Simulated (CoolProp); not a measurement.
Vapour-liquid equilibrium of R143a (1) + fluoroethane (R161) (2) at 2.85 kPa; x and y are mole fractions of (1).

Model: multi-fluid Helmholtz-energy mixture model, Lemmon and Jacobsen 2000 and Wu 2012; pair parameters Bell 2016, in CoolProp.

| x | bubble temperature (K) | y at the bubble point | dew temperature at overall composition x (K) | liquid density (mol/L) |
|---|---|---|---|---|
| 0.05 | 178.5 | 0.104 | 178.8 | 18.41 |
| 0.2 | 176.8 | 0.347 | 177.8 | 17.89 |
| 0.35 | 175.4 | 0.524 | 176.7 | 17.40 |
| 0.5 | 174.3 | 0.663 | 175.6 | 16.93 |
| 0.65 | 173.3 | 0.780 | 174.4 | 16.49 |
| 0.8 | 172.4 | 0.881 | 173.1 | 16.07 |
| 0.95 | 171.7 | 0.972 | 171.8 | 15.67 |

No azeotrope shows between x = 0.05 and 0.95.

The pair parameters rest on a limited set of measurements; away from them the model extrapolates.
